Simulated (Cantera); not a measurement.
## Carbothermic reduction: Fe2O3 + C + H2

Charge: 1 mol Fe2O3, 1.1 mol C, 0.11 mol H2, held at 10.0 mbar.

Equilibrium computed with Cantera from the NASA thermochemical tables; the gas is ideal and each condensed phase is pure. Candidate condensed phases: C, C6H6, C7H8, C8H18, Fe, Fe(CO)5, FeO, Fe(OH)2, Fe(OH)3, Fe2O3, Fe3O4, H2O; 114 gas species. Each liquid is taken as pure. Mutual solubility and eutectic melting of coexisting phases are not modelled. The tables' stoichiometric FeO is somewhat more stable than real wüstite, so its field is too wide. FeO: taken at fixed stoichiometry. The numbers say what is thermodynamically allowed, not how fast it happens.

```
T (°C)  log p CO  log p CO2  log p H2  log p H2O  log p Fe  log p H  log p FeO  n Fe(γ)  n FeO(s)  n Fe(δ)  n FeO(l)  n Fe(l)
------  --------  ---------  --------  ---------  --------  -------  ---------  -------  --------  -------  --------  -------
1352       -2.10      -2.93     -3.21      -3.54     -5.76    -5.76      -8.28    0.278      1.72        0         0        0
1402       -2.10      -2.95     -3.21      -3.54     -5.38    -5.54      -7.81        0         0    0.272      1.73        0
1452       -2.10      -2.97     -3.21      -3.54     -5.03    -5.34      -7.39        0         0    0.262      1.74        0
1502       -2.09      -3.00     -3.21      -3.55     -4.69    -5.14      -6.99        0         0    0.253      1.74        0
1552       -2.09      -3.03     -3.21      -3.55     -4.38    -4.96      -6.62        0         0        0      1.75    0.244
1602       -2.09      -3.04     -3.21      -3.55     -4.09    -4.79      -6.27        0         0        0      1.75    0.235
1652       -2.09      -3.06     -3.22      -3.55     -3.82    -4.63      -5.93        0         0        0      1.76    0.223
1702       -2.10      -3.08     -3.23      -3.56     -3.56    -4.48      -5.62        0         0        0      1.76    0.204
```
log p: log10 of the partial pressure in bar; n: condensed amount in mol.

At 1352 °C the condensed part is Fe(γ) + FeO(s). From 1402 °C to 1502 °C the condensed part is Fe(δ) + FeO(l). From 1552 °C to 1702 °C the condensed part is Fe(l) + FeO(l). The main Fe-bearing gas is Fe throughout.
